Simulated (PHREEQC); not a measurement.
## Copper plating or etch bath: speciation

Dissolve 0.0013 mol/kgw CuSO4 and 0.0028 mol/kgw H3BO3 at 45 °C. Closed to the air; pH follows from the charge balance.

Computed with PHREEQC (ion-association model, wateq4f.dat).

Precipitation was switched off in this run.

**Question.** What pH does the model give?

**Answer.** pH 5.09.

**Question.** In which forms is S present?

**Answer.** SO4-2 87 %, CuSO4 13 % of the S.

Examples of supersaturated solids here: Tenorite (slow to form). Others may be too. Constants without temperature data keep their 25 °C values here.
